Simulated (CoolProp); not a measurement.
A single-stage vapour-compression cycle with carbon dioxide: evaporating at 234.15 K (dew point), condensing at 271.15 K (bubble point), superheat 5 K, subcooling 2 K, compressor efficiency 0.85, no pressure losses. Each further row changes one setting.

Model: reference Helmholtz-energy equation of state, Span 1996, in CoolProp.

```csv
case,cooling COP,pressure ratio,discharge temperature (K),refrigerating effect (kJ/kg),volumetric capacity (kJ/m³)
as stated,4.07,3.17,325.6,250,6560
evaporating temperature 239.15 K,4.93,___,___,251,7850
condensing temperature 266.15 K,4.91,___,314.4,262,6860
subcooling 7 K,___,3.17,325.6,262,___
superheat 15 K,3.99,3.17,338.3,260,___
compressor efficiency 0.75,___,3.17,333.1,250,6560
```

Task: Fill in the missing entries.

Result: 
- evaporating temperature 239.15 K, pressure ratio: 2.65
- evaporating temperature 239.15 K, discharge temperature (K): 317.2
- condensing temperature 266.15 K, pressure ratio: 2.77
- subcooling 7 K, cooling COP: 4.26
- subcooling 7 K, volumetric capacity (kJ/m³): 6870
- superheat 15 K, volumetric capacity (kJ/m³): 6420
- compressor efficiency 0.75, cooling COP: 3.59
